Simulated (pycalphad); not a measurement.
# Freezing of Si-Cu alloys with rising Cu

CALPHAD calculation (pycalphad, COST 507 light-alloy database (1999)), 1 atm. These are 1990s assessments: newer ones move some temperatures and phases. Amounts are mole fractions of atoms.

Scheil-Gulliver runs (no diffusion in the solid, steps of 4 K) beside full equilibrium.

```json
[
 {"alloy": "Si-23.41Cu (wt.%)", "liquidus (K)": "1620", "Scheil, half solid (K)": "1538", "Scheil, 80 % solid (K)": "1241", "Scheil, invariant end (K)": "1074", "liquid left at that end": "0.17", "equilibrium solidus (K)": "1074"},
 {"alloy": "Si-32.96Cu (wt.%)", "liquidus (K)": "1580", "Scheil, half solid (K)": "1453", "Scheil, 80 % solid (K)": "at the invariant end", "Scheil, invariant end (K)": "1074", "liquid left at that end": "0.26", "equilibrium solidus (K)": "1074"},
 {"alloy": "Si-55.68Cu (wt.%)", "liquidus (K)": "1453", "Scheil, half solid (K)": "at the invariant end", "Scheil, 80 % solid (K)": "at the invariant end", "Scheil, invariant end (K)": "1074", "liquid left at that end": "0.51", "equilibrium solidus (K)": "1074"}
]
```
